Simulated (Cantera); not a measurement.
Cantera run:

```python
import numpy as np
import cantera as ct

gas_names = [...]  # 139 gases of nasa_gas.yaml made of C, Cu, H, N, O
cond_names = """
    C(gr) C6H6(L) C7H8(L) C8H18(L),n-octa Cu(cr) Cu(L) CuO(s) CuO2H2(s) Cu2O(s) Cu2O(L) H2O(s) H2O(L)
""".split()


# ... load() reads the species with a 1 bar reference pressure and builds the phases ...
atoms = {
    'Cu2O': {'Cu': 2, 'O': 1},
    'CH4': {'C': 1, 'H': 4},
    'N2': {'N': 2},
}
top_T = {'C(gr)': 4500, 'CuO(s)': 1390}  # K; cautious upper limits of use, not melting points


# ... equilibrate(T, P, feed) seeds the gas with the atoms and calls Mixture.equilibrate('TP', solver="vcs", rtol=1e-11, max_steps=5000) ...
results = []
feed = {'Cu2O': 1, 'CH4': 2.7, 'N2': 16}  # mol
P = 1000  # Pa
for T in [1200, 1400, 1600, 1800, 2000, 2200, 2400, 2600]:
    mix = equilibrate(T, P, feed)
    results.append((T, P, feed, dict(zip(mix.species_names, mix.species_moles))))

top = {s: max(r[3][s] / sum(r[3][g] for g in gas_names) for r in results) for s in gas_names}
cols = sorted((s for s in top if top[s] > 0.001), key=lambda s: -top[s])[:9]
seen = [c for c in cond_names if any(r[3].get(c, 0) > 1e-12 for r in results)]
print("log10 of partial pressures in bar; condensed amounts in mol")
print(f"{'T/K':>10s}" + "".join(f"{s[:9]:>10s}" for s in cols + seen))
for T, P, feed, n in results:
    ng = sum(n[g] for g in gas_names)
    print(f"{T:10.4g}" + "".join(f"{np.log10(max(n[s] / ng * P / 1e5, 1e-99)):10.3f}" for s in cols)
          + "".join(f"{n.get(c, 0):10.4g}" for c in seen))
```

Output:

```
log10 of partial pressures in bar; condensed amounts in mol
       T/K        N2        H2         H        Cu        CO       HCN       HNC C2H2,acet        CN     C(gr)    Cu(cr)     Cu(L)
      1200    -2.146    -2.618    -8.014    -7.911    -3.350    -6.510    -8.811    -9.606   -14.925     1.699         2         0
      1400    -2.146    -2.618    -6.622    -5.870    -3.350    -5.687    -7.610    -8.217   -12.201     1.695         0     1.997
      1600    -2.148    -2.621    -5.575    -4.401    -3.352    -5.073    -6.714    -7.181   -10.164      1.68         0      1.91
      1800    -2.172    -2.647    -4.769    -3.266    -3.375    -4.621    -6.042    -6.403    -8.595     1.639         0    0.7115
      2000    -2.187    -2.670    -4.124    -3.089    -3.389    -4.260    -5.505    -5.785    -7.342      1.55         0         0
      2200    -2.193    -2.700    -3.599    -3.092    -3.393    -3.967    -5.070    -5.291    -6.315     1.385         0         0
      2400    -2.205    -2.769    -3.183    -3.101    -3.402    -3.750    -4.734    -4.926    -5.465     1.132         0         0
      2600    -2.225    -2.910    -2.871    -3.117    -3.418    -3.613    -4.496    -4.700    -4.753    0.7908         0         0
```

These are equilibrium values from Cantera (NASA tables, ideal gas, pure condensed phases), not measurements of a reactor.
